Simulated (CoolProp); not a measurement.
Vapour-liquid equilibrium of n-heptane (1) + p-xylene (2) at 112.85 °C; x and y are mole fractions of (1).

The numbers come from the multi-fluid Helmholtz-energy mixture model, Span 2003 and Zhou 2012; pair parameters Bell 2016 in CoolProp.

| x | bubble pressure (MPa) | y at the bubble point | dew pressure at overall composition x (MPa) | liquid density (mol/L) |
|---|---|---|---|---|
| 0.05 | 0.05567 | 0.166 | ? | 7.250 |
| 0.2 | 0.07455 | 0.464 | ? | ? |
| 0.35 | ? | 0.631 | 0.06611 | 6.818 |
| 0.5 | 0.1059 | 0.746 | 0.07765 | 6.614 |
| 0.65 | ? | 0.835 | 0.09319 | 6.418 |
| 0.8 | 0.1337 | 0.910 | 0.1142 | ? |
| 0.95 | 0.1475 | ? | 0.1416 | ? |

Complete the blanks.


- 0.05, dew pressure at overall composition x (MPa): 0.05056
- 0.2, dew pressure at overall composition x (MPa): 0.05736
- 0.2, liquid density (mol/L): 7.030
- 0.35, bubble pressure (MPa): 0.09097
- 0.65, bubble pressure (MPa): 0.1200
- 0.8, liquid density (mol/L): 6.230
- 0.95, y at the bubble point: 0.978
- 0.95, liquid density (mol/L): 6.048

No azeotrope shows between x = 0.05 and 0.95.

Pair parameters are fitted to limited data, so mixtures are less certain than the pure fluids.
